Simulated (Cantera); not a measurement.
Standard-state values (1 bar) from the NASA 1993 polynomials, evaluated with Cantera. Values are per mole of reaction as written; species without (g) are pure solids or liquids, kept so even where they would boil at 1 bar.

H₂S(g) + 2 Na → Na₂S + H₂(g)

```tsv
T (K)	ΔH° (kJ)	ΔS° (J/K)	ΔG° (kJ)	log10 K	condensed phases
300	(withheld)	(withheld)	(withheld)	(withheld)	Na(s), Na₂S(s)
650	-344.8	-82.2	-291.4	23.42	Na(l), Na₂S(s)
700	(withheld)	(withheld)	(withheld)	(withheld)	Na(l), Na₂S(s)
750	-343.0	-79.5	-283.3	19.73	Na(l), Na₂S(s)
800	-342.0	-78.3	-279.4	18.24	Na(l), Na₂S(s)
850	-341.0	-77.1	-275.5	16.93	Na(l), Na₂S(s)
900	-340.1	-76.0	-271.7	15.77	Na(l), Na₂S(s)
950	-339.1	-74.9	-267.9	14.73	Na(l), Na₂S(s)
1000	-338.1	-73.9	-264.2	13.80	Na(l), Na₂S(s)
```

### Question
What belongs in the gaps?

### Answer

- 300, ΔH° (kJ): -345.6
- 300, ΔS° (J/K): -81.3
- 300, ΔG° (kJ): -321.2
- 300, log10 K: 55.92
- 700, ΔH° (kJ): -343.9
- 700, ΔS° (J/K): -80.8
- 700, ΔG° (kJ): -287.3
- 700, log10 K: 21.44
